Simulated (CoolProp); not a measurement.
n-perfluorohexane at several states: Z from the reference equation and from simpler models built on Tc = 448.0 K, pc = 17.42 bar, ω = 0.497; each cubic takes its own stable root.

Values from CoolProp's reference Helmholtz-energy equation of state, Gao 2022.

```csv
T (K),p (bar),phase,reference,van der Waals,Soave-Redlich-Kwong,Peng-Robinson
376.8,0.129,gas,0.9952,0.9967,0.9953,0.9950
226.9,0.124,liquid,…,…,…,…
243.4,14,liquid,…,0.2284,…,…
```

Question: Fill in the missing entries.

Answer: 
- 226.9, reference: 0.001185
- 226.9, van der Waals: 0.9899
- 226.9, Soave-Redlich-Kwong: 0.001384
- 226.9, Peng-Robinson: 0.001232
- 243.4, reference: 0.1275
- 243.4, Soave-Redlich-Kwong: 0.1479
- 243.4, Peng-Robinson: 0.1316

At some of these states van der Waals gives the other phase, because its saturation line lies elsewhere.
